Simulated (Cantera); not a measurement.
# Calcination and drying: Mg(OH)2 + H2O

A closed system holds: 1 mol Mg(OH)2, 1.8 mol H2O, equilibrated at 4.60 bar.

Cantera equilibrium calculation (NASA polynomials, part measured and part estimated; ideal gas, pure solids and liquids). Candidate condensed phases: H2O, Mg, MgO, Mg(OH)2; 15 gas species. Kinetics and transport are ignored.

```json
[
 {"T (°C)": "325", "x H2O": "1.00", "x H2": "<1e-12", "x OH": "<1e-12", "x O2": "<1e-12", "x H": "<1e-12", "x Mg(OH)2": "<1e-12", "x O": "<1e-12", "n MgO(s)": "1.00"},
 {"T (°C)": "475", "x H2O": "1.00", "x H2": "1.90e-10", "x OH": "1.59e-12", "x O2": "9.44e-11", "x H": "<1e-12", "x Mg(OH)2": "<1e-12", "x O": "<1e-12", "n MgO(s)": "1.00"},
 {"T (°C)": "625", "x H2O": "1.00", "x H2": "1.57e-8", "x OH": "3.74e-10", "x O2": "7.77e-9", "x H": "<1e-12", "x Mg(OH)2": "<1e-12", "x O": "<1e-12", "n MgO(s)": "1.00"},
 {"T (°C)": "775", "x H2O": "1.000", "x H2": "3.74e-7", "x OH": "1.86e-8", "x O2": "1.82e-7", "x H": "2.20e-12", "x Mg(OH)2": "1.60e-11", "x O": "<1e-12", "n MgO(s)": "1.00"},
 {"T (°C)": "925", "x H2O": "1.000", "x H2": "4.07e-6", "x OH": "3.47e-7", "x O2": "1.95e-6", "x H": "1.79e-10", "x Mg(OH)2": "7.79e-10", "x O": "1.56e-11", "n MgO(s)": "1.00"},
 {"T (°C)": "1075", "x H2O": "1.000", "x H2": "2.63e-5", "x OH": "3.39e-6", "x O2": "1.23e-5", "x H": "5.53e-9", "x Mg(OH)2": "1.59e-8", "x O": "6.67e-10", "n MgO(s)": "1.00"},
 {"T (°C)": "1225", "x H2O": "1.000", "x H2": "0.000117", "x OH": "2.10e-5", "x O2": "5.35e-5", "x H": "8.68e-8", "x Mg(OH)2": "1.77e-7", "x O": "1.35e-8", "n MgO(s)": "1.00"},
 {"T (°C)": "1375", "x H2O": "0.999", "x H2": "0.000401", "x OH": "9.30e-5", "x O2": "0.000178", "x H": "8.32e-7", "x Mg(OH)2": "1.26e-6", "x O": "1.57e-7", "n MgO(s)": "1.000"},
 {"T (°C)": "1525", "x H2O": "0.998", "x H2": "0.00112", "x OH": "0.000322", "x O2": "0.000481", "x H": "5.50e-6", "x Mg(OH)2": "6.45e-6", "x O": "1.22e-6", "n MgO(s)": "1.000"},
 {"T (°C)": "1675", "x H2O": "0.995", "x H2": "0.00268", "x OH": "0.000916", "x O2": "0.00111", "x H": "2.73e-5", "x Mg(OH)2": "2.55e-5", "x O": "6.91e-6", "n MgO(s)": "1.000"},
 {"T (°C)": "1825", "x H2O": "0.990", "x H2": "0.00565", "x OH": "0.00224", "x O2": "0.00228", "x H": "0.000108", "x Mg(OH)2": "8.21e-5", "x O": "3.05e-5", "n MgO(s)": "1.000"},
 {"T (°C)": "1975", "x H2O": "0.979", "x H2": "0.0108", "x OH": "0.00484", "x O2": "0.00421", "x H": "0.000355", "x Mg(OH)2": "0.000224", "x O": "0.000110", "n MgO(s)": "0.999"}
]
```
x: gas mole fraction; n: condensed amount in mol.

From 325 °C to 1975 °C the condensed part is MgO(s).
